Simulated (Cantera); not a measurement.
A closed system holds: 1 mol C6H6, 0.024 mol H2O, 8.3 mol N2, held at 0.360 bar.

Cantera equilibrium calculation (NASA polynomials, part measured and part estimated; ideal gas, pure solids and liquids). Candidate condensed phases: C, C6H6, C7H8, C8H18, H2O; 136 gas species. Rates play no part.

At 598 K, list the 5 most abundant gas species with their mole fractions, and the condensed phases.

N2 0.820, CH4 0.119, H2 0.0577, H2O 0.00236, NH3 0.000194. Condensed: C(graphite).
